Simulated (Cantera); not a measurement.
Input: 1 mol CF₄, 0.07 mol H₂, held at 2300 K and 0.0750 Torr.

These are equilibrium values from Cantera (NASA tables, ideal gas, pure condensed phases), not measurements of a reactor. Candidate condensed phases: C, C₆H₆, C₇H₈, C₈H₁₈; 95 gas species. The numbers say what is thermodynamically allowed, not how fast it happens.

Base state: F 0.906, CF₂ 0.0425, HF 0.0364, CF 0.0151, C₃ 0.000167, C 8.37e-5, CF₃ 4.98e-5, H 4.47e-5 (mole fractions); condensed: C(graphite).

Q: What changes in the equilibrium state with this change: H₂ from 0.07 to 0.47 mol?

A: 
```csv
species,before,after
F,0.906,0.720
HF,0.0364,0.241
CF₂,0.0425,0.0268
CF,0.0151,0.0120
H,4.47e-5,0.000372
CF₄,1.97e-5,7.86e-6
CF₃,4.98e-5,2.50e-5
C,8.37e-5,8.37e-5
C₂,1.49e-5,1.49e-5
"C(graphite), mol",0.776,0.846
```
